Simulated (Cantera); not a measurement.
Feed: 1 mol SiH2Cl2, 0.07 mol O2, at 750 K and 12.0 Pa.

These are equilibrium values from Cantera (NASA tables, ideal gas, pure condensed phases), not measurements of a reactor. Candidate condensed phases: H2O, Si, SiO2; 30 gas species. The tables' values for SiCl3 are old estimates; treat these amounts as uncertain. Kinetics and transport are ignored.

Base state: H2 0.657, SiCl4 0.322, SiHCl3 0.0131, HCl 0.00728, SiCl3 0.000349, SiCl2 6.99e-5, SiH2Cl2 3.94e-5 (mole fractions); condensed: Si(s) + SiO2(α-quartz).

Task: What changes in the equilibrium state with this change: temperature from 750 K to 1600 K?

Result: 
| species | before | after |
|---|---|---|
| H2 | 0.657 | 0.366 |
| SiCl2 | 6.99e-5 | 0.364 |
| HCl | 0.00728 | 0.197 |
| SiCl4 | 0.322 | 2.12e-5 |
| SiO | <1e-9 | 0.0653 |
| SiHCl3 | 0.0131 | 5.69e-6 |
| H | <1e-9 | 0.00300 |
| Cl | <1e-9 | 0.00128 |
| SiCl | <1e-9 | 0.000950 |
| Si(s), mol | 0.428 | 0.0715 |
| SiO2(α-quartz), mol | 0.0700 | 0 |
The tables' values for SiCl3, SiCl are old estimates; treat these amounts as uncertain.

Task: What changes in the equilibrium state with this change: O2 from 0.07 to 3.2 mol?

Result: 
```json
[
 {"species": "O2", "before": "<1e-9", "after": "0.509"},
 {"species": "HCl", "before": "0.00728", "after": "0.368"},
 {"species": "H2O", "before": "<1e-9", "after": "0.0615"},
 {"species": "H2", "before": "0.657", "after": "<1e-9"},
 {"species": "SiCl4", "before": "0.322", "after": "<1e-9"},
 {"species": "Cl2", "before": "<1e-9", "after": "0.0615"},
 {"species": "SiHCl3", "before": "0.0131", "after": "<1e-9"},
 {"species": "SiCl3", "before": "0.000349", "after": "<1e-9"},
 {"species": "SiCl2", "before": "6.99e-5", "after": "<1e-9"},
 {"species": "Cl", "before": "<1e-9", "after": "6.14e-5"},
 {"species": "SiH2Cl2", "before": "3.94e-5", "after": "<1e-9"},
 {"species": "Si(s), mol", "before": "0.428", "after": "0"},
 {"species": "SiO2(α-quartz), mol", "before": "0.0700", "after": "1.00"}
]
```

Task: What changes in the equilibrium state with this change: temperature from 750 K to 898 K?

Result: 
```csv
species,before,after
H2,0.657,0.630
SiCl4,0.322,0.303
HCl,0.00728,0.0461
SiHCl3,0.0131,0.0115
SiCl2,6.99e-5,0.00456
SiCl3,0.000349,0.00534
"Si(s), mol",0.428,0.438
"SiO2(α-quartz), mol",0.0700,0
"SiO2(β-quartz), mol",0,0.0700
```
